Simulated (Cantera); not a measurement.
An adiabatic, constant-volume homogeneous reactor starts with CH4 : CO : O2 : N2 : H2O = 1 : 0.58 : 3.58 : 13.5 : 0.83 (molar parts), equivalence ratio 0.64, at 1700 K and 750 Torr.

Computed with Cantera and GRI-Mech 3.0 (53 species, 325 reactions).

### Question
Predict: time of steepest temperature rise; temperature at 0.200 s; equilibrium temperature; x(CO) at 0.200 s; x(O2) at 0.200 s; x(HO2) at 0.200 s.

### Answer
| Quantity | Value |
|---|---|
| time of steepest temperature rise | 0.194 ms |
| temperature at 0.200 s | 2745 K |
| equilibrium temperature | 2745 K |
| x(CO) at 0.200 s | 0.0219 (gas-phase equilibrium 0.0219) |
| x(O2) at 0.200 s | 0.0626 (gas-phase equilibrium 0.0626) |
| x(HO2) at 0.200 s | 1.30e-5 (gas-phase equilibrium 1.30e-5) |
